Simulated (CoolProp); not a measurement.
Model: reference Helmholtz-energy equation of state, Thol 2021, in CoolProp.

### Question
Give the vapour pressure (bar), liquid density (kg/m³), vapour Z of saturated chlorine at 260.7 K.

### Answer
```csv
T (K),p (bar),liquid density (kg/m³),vapour Z
260.7,2.40,1500,0.952
```
